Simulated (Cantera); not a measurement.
Gas mixture: NO = 0.4 (molar parts), at 2780 Torr, frozen composition.

Cantera's kinetic-theory transport with the Lennard-Jones parameters of GRI-Mech 3.0, ideal gas; thermal conductivity in the mixture-averaged form. The composition is frozen, though it would react at the higher temperatures.

One state of this run: ρ (kg/m³) = 1.48; cp (J/kg/K) = 1114; μ (µPa s) = 40.1; λ (mW/m/K) = 63.0; Pr = 0.708; D (cm²/s) H2 = 1.34; D (cm²/s) N2 = 0.366; D (cm²/s) C2H2 = 0.307. D: mixture-averaged diffusion coefficient of that species in the mixture.

Question: Which value of T (K) does it belong to?
A) 1650
B) 2400
C) 1400
D) 900

Answer: D, 900
